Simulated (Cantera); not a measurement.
# Thermodynamics of thermal oxidation and active oxidation of silicon, feed Si + O2 + H2

Feed: 1 mol Si, a varied amount of O2, 8.5 mol H2, equilibrated at 1227 °C and 0.00470 bar.

Cantera equilibrium calculation (NASA polynomials, part measured and part estimated; ideal gas, pure solids and liquids). Candidate condensed phases: H2O, Si, SiO2; 18 gas species. The tables hold silica as quartz up to 1696 K and as liquid above; real silica turns to tridymite and cristobalite and melts near 1996 K. The numbers say what is thermodynamically allowed, not how fast it happens.

From 0.015 mol O2 to 0.33 mol O2 the condensed part is Si(s). From 0.56 mol O2 to 2.6 mol O2 the condensed part is SiO2(β-quartz). The main Si-bearing gas is SiO throughout.

| n(O2) (mol) | x H2 | x H2O | x SiO | x H | x OH | x Si | n Si(s) | n SiO2(β-quartz) |
|---|---|---|---|---|---|---|---|---|
| 0.015 | 0.996 | 1.05e-7 | 0.00352 | 0.000256 | <1e-12 | 2.24e-6 | 0.970 | 0 |
| 0.025 | 0.994 | 1.74e-7 | 0.00585 | 0.000256 | 1.28e-12 | 2.24e-6 | 0.950 | 0 |
| 0.042 | 0.990 | 2.91e-7 | 0.00978 | 0.000255 | 2.14e-12 | 2.24e-6 | 0.916 | 0 |
| 0.071 | 0.983 | 4.85e-7 | 0.0164 | 0.000255 | 3.58e-12 | 2.24e-6 | 0.858 | 0 |
| 0.12 | 0.972 | 8.01e-7 | 0.0275 | 0.000253 | 5.96e-12 | 2.24e-6 | 0.760 | 0 |
| 0.2 | 0.955 | 1.29e-6 | 0.0449 | 0.000251 | 9.66e-12 | 2.24e-6 | 0.600 | 0 |
| 0.33 | 0.928 | 2.01e-6 | 0.0720 | 0.000247 | 1.53e-11 | 2.24e-6 | 0.340 | 0 |
| 0.56 | 0.906 | 3.52e-6 | 0.0938 | 0.000244 | 2.71e-11 | 1.62e-6 | 0 | 0.120 |
| 0.93 | 0.984 | 2.21e-5 | 0.0162 | 0.000255 | 1.63e-10 | 4.85e-8 | 0 | 0.860 |
| 1.6 | 0.859 | 0.141 | 2.22e-6 | 0.000238 | 1.12e-6 | <1e-12 | 0 | 1.000 |
| 2.6 | 0.623 | 0.376 | 6.04e-7 | 0.000203 | 3.50e-6 | <1e-12 | 0 | 1.000 |
x: gas mole fraction; n: condensed amount in mol.
